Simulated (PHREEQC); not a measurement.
A column of 0.2 m (40 cells, dispersivity 0.01 m, 300 s a shift, diffusion coefficient 3e-10 m²/s) holds 0.035 eq of the database's cation exchanger X per kg of pore water, first in equilibrium with 5.4 mmol/kgw KCl, 98 mmol/kgw (NH4)2SO4, 4.6 mmol/kgw KBr and 0.01 mmol/kgw HCl. It is flushed with 14 mmol/kgw NH4Cl and 0.01 mmol/kgw HCl, at 40 °C. Values are for the last cell. No CO2 enters from the air. No solid was allowed to form.

All values are PHREEQC results (ion-association model, phreeqc.dat), not measurements.

```
pore volumes  S in solution (mol/kgw)  Br in solution (mol/kgw)  K in solution (mol/kgw)  NH4 in solution (mol/kgw)
------------  -----------------------  ------------------------  -----------------------  -------------------------
0                              0.0980                   0.00460                   0.0100                      0.196
0.5125                         0.0960                   0.00451                  0.00981                      0.192
1.262                          0.0179                  0.000840                      ___                     0.0467
1.762                         0.00224                  0.000105                 0.000881                     0.0175
2.263                        0.000217                   1.02e-5                 0.000661                     0.0138
2.763                         1.89e-5                   8.86e-7                 0.000580                     0.0135
3.513                         4.39e-7                   2.06e-8                      ___                     0.0136
4.013                         3.48e-8                   1.63e-9                 0.000325                     0.0137
4.513                         2.72e-9                  1.28e-10                 0.000232                     0.0138
5.263                        5.88e-11                  2.76e-12                 0.000130                     0.0139
5.763                        4.55e-12                       ___                  8.47e-5                     0.0139
6.263                        3.51e-13                  1.65e-14                  5.41e-5                     0.0139
6.763                        2.71e-14                         0                  3.39e-5                     0.0140
7.513                               0                         0                  1.63e-5                     0.0140
8.012                               0                         0                  9.92e-6                     0.0140
```

Problem. What belongs in the gaps?

Solution. 
- 1.262, K in solution (mol/kgw): 0.00237
- 3.513, K in solution (mol/kgw): 0.000430
- 5.763, Br in solution (mol/kgw): 2.14e-13

Away from 25 °C the constants follow the database's enthalpies or fits; those with neither stay at their 25 °C values.
